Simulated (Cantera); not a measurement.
Charge: 1 mol c-C4F8, a varied amount of H2, equilibrated at 2675 K and 0.133 bar.

Cantera equilibrium calculation (NASA polynomials, part measured and part estimated; ideal gas, pure solids and liquids). Candidate condensed phases: C, C6H6, C7H8, C8H18; 95 gas species. The feed counts by its element totals alone. Gases not in the tables: C2F6 and larger saturated fluorocarbons. Equilibrium is a limit: real reactors are often held back by kinetics, nucleation or transport.

Task: What share of the C ends up in condensed phases as a function of n(H2) (mol), at 1.2, 1.8, 2.3, 2.8, 3.3, 3.8, 4.3, 4.9, 5.4, 5.9, 6.4, 6.9?

Result: 
| n(H2) (mol) | C condensed (%) | as |
|---|---|---|
| 1.2 | 50.9 | C(graphite) |
| 1.8 | 62.8 | C(graphite) |
| 2.3 | 72.6 | C(graphite) |
| 2.8 | 82.1 | C(graphite) |
| 3.3 | 90.9 | C(graphite) |
| 3.8 | 98.3 | C(graphite) |
| 4.3 | 99.7 | C(graphite) |
| 4.9 | 99.1 | C(graphite) |
| 5.4 | 98.6 | C(graphite) |
| 5.9 | 98.1 | C(graphite) |
| 6.4 | 97.6 | C(graphite) |
| 6.9 | 97.1 | C(graphite) |
